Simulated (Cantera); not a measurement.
Input (Python, Cantera) and output of one run.

```python
import numpy as np
import cantera as ct

gas_names = [...]  # 113 gases of nasa_gas.yaml made of C, H, O, Ti
cond_names = """
    C(gr) C6H6(L) C7H8(L) C8H18(L),n-octa H2O(s) H2O(L) Ti(a) Ti(b) Ti(L) TiC(s) TiC(L) TiO(a) TiO(b)
    TiO(L) TiO2(ru) TiO2(L) Ti2O3(a) Ti2O3(b) Ti2O3(L) Ti3O5(a) Ti3O5(b) Ti3O5(L) Ti4O7(s) Ti4O7(L)
""".split()


# ... load() reads the species with a 1 bar reference pressure and builds the phases ...
atoms = {
    'Ti(OiPr)4': {'Ti': 1, 'C': 12, 'H': 28, 'O': 4},
    'H2': {'H': 2},
}
top_T = {'C(gr)': 4500}  # K; cautious upper limits of use, not melting points


# ... equilibrate(T, P, feed) seeds the gas with the atoms and calls Mixture.equilibrate('TP', solver="vcs", rtol=1e-11, max_steps=5000) ...
results = []
feed = {'Ti(OiPr)4': 1, 'H2': 35}  # mol
T = 1075  # K
P = 1000  # Pa
mix = equilibrate(T, P, feed)
results.append((T, P, feed, dict(zip(mix.species_names, mix.species_moles))))
print(gas.report(threshold=1e-05))
for i in range(1, mix.n_phases):
    print(f"{mix.phase(i).name:16s} {mix.phase_moles(i):12.5e} mol")
```

Output:

```
       temperature   1075 K
          pressure   1000 Pa
           density   0.00035388 kg/m^3
  mean mol. weight   3.163 kg/kmol
   phase of matter   gas

                          1 kg             1 kmol
                     ---------------   ---------------
          enthalpy        5.7327e+06        1.8132e+07  J
   internal energy        2.9069e+06        9.1943e+06  J
           entropy             66803         2.113e+05  J/K
    Gibbs function       -6.6081e+07       -2.0901e+08  J
 heat capacity c_p            9696.5             30670  J/K
 heat capacity c_v            7067.8             22355  J/K

                      mass frac. Y      mole frac. X     chem. pot. / RT
                     ---------------   ---------------   ---------------
               CH4         0.0020891        0.00041188           -46.306
                CO           0.38845          0.043865           -45.891
                H2           0.60912           0.95567           -22.339
               H2O        0.00030173        5.2977e-05           -66.602
     [ +109 minor]        3.6565e-05        2.7746e-06

C(gr)             9.73175e+00 mol
Ti(a)             0.00000e+00 mol
TiC(s)            0.00000e+00 mol
TiO(a)            0.00000e+00 mol
TiO2(ru)          0.00000e+00 mol
Ti2O3(b)          0.00000e+00 mol
Ti3O5(b)          0.00000e+00 mol
Ti4O7(s)          2.50000e-01 mol
```

These are equilibrium values from Cantera (NASA tables, ideal gas, pure condensed phases), not measurements of a reactor. The feed counts by its element totals alone. Condensed phases not in the tables: Magnéli phases beyond Ti4O7.
